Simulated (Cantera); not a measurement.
## Adiabatic ignition

An adiabatic, constant-pressure homogeneous reactor starts with 10.2 % CH3OH, 18.9 % O2, 70.9 % N2, at 975 K and 1430 Torr.

Model: GRI-Mech 3.0 (53 species, 325 reactions), integrated in Cantera. GRI-Mech 3.0 was tuned for natural gas; its chemistry of methanol as a main component is partial and can be far from experiment. Below about 1000 K GRI-Mech 3.0 lacks low-temperature oxidation paths.

```
t (s)     T (K)  x CH3OH    x O2    x NO2  x CH2CO   x C2H  x C2H2     x N2O
--------  -----  -------  ------  -------  -------  ------  ------  --------
3.00e-6     975    0.102   0.189   <1e-12   <1e-12  <1e-12  <1e-12    <1e-12
8.05e-6     975    0.102   0.189   <1e-12   <1e-12  <1e-12  <1e-12    <1e-12
2.16e-5     975    0.102   0.189   <1e-12   <1e-12  <1e-12  <1e-12    <1e-12
5.79e-5     975    0.102   0.189   <1e-12   <1e-12  <1e-12  <1e-12    <1e-12
0.000155    975    0.102   0.189   <1e-12   <1e-12  <1e-12  <1e-12    <1e-12
0.000417    975    0.102   0.189   <1e-12   <1e-12  <1e-12  <1e-12    <1e-12
0.00112     975    0.102   0.189   <1e-12   <1e-12  <1e-12  <1e-12    <1e-12
0.00300     975    0.102   0.189   <1e-12   <1e-12  <1e-12  <1e-12    <1e-12
0.00805     975    0.102   0.189   <1e-12   <1e-12  <1e-12  <1e-12    <1e-12
0.0216      975    0.102   0.189   <1e-12   <1e-12  <1e-12  <1e-12    <1e-12
0.0579      975    0.102   0.189   <1e-12   <1e-12  <1e-12  <1e-12  1.04e-12
0.155       975    0.102   0.189   <1e-12   <1e-12  <1e-12  <1e-12  7.39e-12
0.417       975    0.102   0.189   <1e-12   <1e-12  <1e-12  <1e-12  7.96e-11
1.12       2445   <1e-12  0.0334  3.96e-6   <1e-12  <1e-12  <1e-12   5.37e-7
3.00       2445   <1e-12  0.0334  3.96e-6   <1e-12  <1e-12  <1e-12   5.37e-7
```
x: mole fraction; the columns are a selection and need not sum to one.

| Item | Result |
|---|---|
| time of steepest temperature rise | 0.583 s |
| temperature at 3.00 s | 2445 K |
| equilibrium temperature | 2445 K |
| x(CH3OH) at 3.00 s | <1e-12 (gas-phase equilibrium <1e-12) |
| x(O2) at 3.00 s | 0.0334 (gas-phase equilibrium 0.0334) |
| x(NO2) at 3.00 s | 3.96e-6 (gas-phase equilibrium 3.96e-6) |
